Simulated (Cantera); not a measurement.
Cantera run:

```python
import numpy as np
import cantera as ct

gas_names = """
    CS2
""".split()
cond_names = """
    NiS2(s) NiS2(L) C(gr) Ni3S4(s)
""".split()


def load(file, names, dense=False):
    # The tables refer to 1 bar. Condensed volumes are neglected.
    table = {s.name: s for s in ct.Species.list_from_file(file)}
    out = []
    for n in names:
        d = dict(table[n].input_data)
        d["thermo"] = dict(d["thermo"], **{"reference-pressure": 1e5})
        if dense:
            d["equation-of-state"] = {"model": "constant-volume", "density": "1e6 g/cm^3"}
        out.append(ct.Species.from_dict(d))
    return out


species = {s.name: s for s in load("nasa_gas.yaml", gas_names) + load("nasa_condensed.yaml", cond_names)}
# Each term lists the table entries of one substance; the one whose range holds T is used.
reactions = {
    '3 NiS2 + C = CS2(g) + Ni3S4':
        [(-3, ['NiS2(s)', 'NiS2(L)']), (-1, ['C(gr)']), (1, ['CS2']), (1, ['Ni3S4(s)'])],
}


def pick(names, T):
    return next(species[n] for n in names if species[n].thermo.min_temp <= T <= species[n].thermo.max_temp)


results = []
for label, terms in reactions.items():
    print(label)
    print("     T/K   dH/kJ  dS/(J/K)   dG/kJ   log10 K")
    for T in [300, 350, 375, 400, 425, 450, 475, 500, 525, 550, 575, 600]:
        used = [(nu, pick(names, T)) for nu, names in terms]
        dH = sum(nu * s.thermo.h(T) for nu, s in used) / 1e6
        dS = sum(nu * s.thermo.s(T) for nu, s in used) / 1e3
        dG = dH - T * dS / 1e3
        logK = -dG * 1e6 / (ct.gas_constant * T * np.log(10))
        results.append((label, T, dH, dS, dG, logK, [s.name for _, s in used]))
        print(f"{T:8g} {dH:8.1f} {dS:8.1f} {dG:8.1f} {logK:8.2f}")
```

Result:

```
3 NiS2 + C = CS2(g) + Ni3S4
     T/K   dH/kJ  dS/(J/K)   dG/kJ   log10 K
     300    209.9    202.8    149.1   -25.96
     350    209.6    201.6    139.0   -20.75
     375    209.5    201.3    134.0   -18.66
     400    209.4    201.2    128.9   -16.84
     425    209.4    201.2    123.9   -15.23
     450    209.5    201.3    118.9   -13.80
     475    209.6    201.6    113.8   -12.52
     500    209.7    201.9    108.8   -11.37
     525    209.9    202.3    103.7   -10.32
     550    210.2    202.8     98.7    -9.37
     575    210.5    203.3     93.6    -8.50
     600    210.9    203.9     88.5    -7.71
```

Cantera with NASA thermochemical tables; ideal gases at 1 bar, condensed phases pure. Condensed species are held in their standard states even where they would react or evaporate.
